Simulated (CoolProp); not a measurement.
The numbers come from the reference Helmholtz-energy equation of state, Fiedler 2023 in CoolProp.

Problem. Give the vapour pressure (bar), vapour density (kg/m³), liquid cp (kJ/(kg K)) of saturated tetrahydrofuran at 108.55, 139.75, 150.25 °C.

Solution. 
| T (°C) | p (bar) | vapour density (kg/m³) | liquid cp (kJ/(kg K)) |
|---|---|---|---|
| 108.55 | 3.38 | 8.25 | 2.07 |
| 139.75 | 6.85 | 16.3 | 2.23 |
| 150.25 | 8.47 | 20.0 | 2.28 |
